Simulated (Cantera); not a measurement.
Input (Python, Cantera) and output of one run.

```python
import numpy as np
import cantera as ct

gas_names = [...]  # 113 gases of nasa_gas.yaml made of C, H, O, Pb
cond_names = """
    C(gr) C6H6(L) C7H8(L) C8H18(L),n-octa H2O(s) H2O(L) Pb(cr) Pb(L) PbO(rd) PbO(yw) PbO(L) PbO2(s)
    Pb3O4(s)
""".split()


# ... load() reads the species with a 1 bar reference pressure and builds the phases ...
atoms = {
    'PbO': {'Pb': 1, 'O': 1},
    'CO': {'C': 1, 'O': 1},
    'H2': {'H': 2},
}
top_T = {'C(gr)': 4500, 'Pb3O4(s)': 820}  # K; cautious upper limits of use, not melting points


# ... equilibrate(T, P, feed) seeds the gas with the atoms and calls Mixture.equilibrate('TP', solver="vcs", rtol=1e-11, max_steps=5000) ...
results = []
feed = {'PbO': 1, 'CO': 1, 'H2': 20}  # mol
P = 41  # Pa
for T in [700, 800, 900, 1000, 1100, 1200, 1300, 1400, 1500, 1600]:
    mix = equilibrate(T, P, feed)
    results.append((T, P, feed, dict(zip(mix.species_names, mix.species_moles))))
    x = sorted(zip(gas.X, gas.species_names), reverse=True)
    print(f"T = {T:g} K  P = {P:g} Pa  gas = {mix.phase_moles(0):.4g} mol")
    print("   x: " + "  ".join(f"{s} {v:.3e}" for v, s in x if v > 1e-05))
    print("   condensed (mol): " + ("  ".join(f"{mix.phase(i).name} {mix.phase_moles(i):.4g}"
          for i in range(1, mix.n_phases) if mix.phase_moles(i) > 1e-12) or "none"))
```

It prints:

```
T = 700 K  P = 41 Pa  gas = 20.98 mol
   x: H2 9.168e-01  H2O 3.551e-02  CO 3.459e-02  CO2 1.261e-02  CH4 4.596e-04
   condensed (mol): Pb(L) 0.9999
T = 800 K  P = 41 Pa  gas = 21 mol
   x: H2 9.121e-01  H2O 4.016e-02  CO 4.015e-02  CO2 7.459e-03  Pb 1.498e-04
   condensed (mol): Pb(L) 0.9969
T = 900 K  P = 41 Pa  gas = 21.07 mol
   x: H2 9.064e-01  H2O 4.281e-02  CO 4.281e-02  CO2 4.651e-03  Pb 3.338e-03
   condensed (mol): Pb(L) 0.9297
T = 1000 K  P = 41 Pa  gas = 21.86 mol
   x: H2 8.720e-01  H2O 4.273e-02  CO 4.273e-02  Pb 3.950e-02  CO2 3.006e-03
   condensed (mol): Pb(L) 0.1363
T = 1100 K  P = 41 Pa  gas = 22 mol
   x: H2 8.658e-01  Pb 4.545e-02  CO 4.332e-02  H2O 4.332e-02  CO2 2.138e-03
   condensed (mol): none
T = 1200 K  P = 41 Pa  gas = 22 mol
   x: H2 8.652e-01  Pb 4.545e-02  CO 4.384e-02  H2O 4.384e-02  CO2 1.618e-03
   condensed (mol): none
T = 1300 K  P = 41 Pa  gas = 22 mol
   x: H2 8.649e-01  Pb 4.545e-02  CO 4.417e-02  H2O 4.417e-02  CO2 1.280e-03  H 5.081e-05
   condensed (mol): none
T = 1400 K  P = 41 Pa  gas = 22 mol
   x: H2 8.645e-01  Pb 4.545e-02  CO 4.440e-02  H2O 4.440e-02  CO2 1.050e-03  H 2.233e-04
   condensed (mol): none
T = 1500 K  P = 41 Pa  gas = 22.01 mol
   x: H2 8.638e-01  Pb 4.544e-02  CO 4.455e-02  H2O 4.455e-02  CO2 8.878e-04  H 8.080e-04
   condensed (mol): none
T = 1600 K  P = 41 Pa  gas = 22.03 mol
   x: H2 8.621e-01  Pb 4.540e-02  CO 4.463e-02  H2O 4.462e-02  H 2.493e-03  CO2 7.687e-04
   condensed (mol): none
```

Method: chemical equilibrium by Gibbs-energy minimisation in Cantera with the NASA 1993 tables (ideal gas, pure condensed phases).
